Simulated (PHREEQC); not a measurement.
## Metal-bearing waste water (model solution)

Make-up at 20 °C: 0.02 mol Al2(SO4)3, 0.052 mol ZnCl2, 1.76e-05 mol HCl and 0.000134 mol NaCl per kg of water. Closed to the air; pH follows from the charge balance.

Model: ion-association model, phreeqc.dat, run in PHREEQC.

This is a speciation only: nothing precipitates in the calculation.

Problem. Predict the pH.

Solution. pH 3.84.

Problem. In which forms is S present?

Solution. AlSO4+ 42 %, SO4-2 26 %, ZnSO4 17 %, Al(SO4)2- 11 %, Zn(SO4)2-2 4.3 % of the S.

Saturation is exceeded, for instance for Gibbsite (slow to form); the values hold only as long as no solid forms. Complexes and solids missing from the database can't appear.
